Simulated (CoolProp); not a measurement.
Saturation properties of R1234ze(E).

Model: reference Helmholtz-energy equation of state, Thol 2016, in CoolProp.

| T (°C) | p (kPa) | liquid density (kg/m³) | vapour density (kg/m³) | liquid viscosity (µPa s) | vapour viscosity (µPa s) | liquid conductivity (mW/(m K)) |
|---|---|---|---|---|---|---|
| -45.65 | 26.92 | 1364 | 1.649 | 487 | 9.35 | 101 |
| -41.95 | 33.07 | 1355 | 1.999 | 459 | 9.51 | 99.2 |
| -38.35 | 40.11 | 1345 | 2.394 | 434 | 9.66 | 97.8 |
| -34.65 | 48.54 | 1336 | 2.861 | 411 | 9.82 | 96.3 |
| -31.05 | 58.05 | 1326 | 3.383 | 390 | 9.97 | 94.9 |
| -27.35 | 69.33 | 1316 | 3.996 | 369 | 10.1 | 93.4 |
| -23.65 | 82.29 | 1306 | 4.692 | 351 | 10.3 | 92.0 |
| -20.05 | 96.66 | 1297 | 5.459 | 334 | 10.4 | 90.6 |
| -16.35 | 113.4 | 1286 | 6.346 | 317 | 10.6 | 89.2 |

It boils at -19.0 °C under 1 atm.

Viscosity comes from a separate model (Bell 2016), an estimate that may be off by 10 % or more. Thermal conductivity comes from a separate model (Perkins 2011).
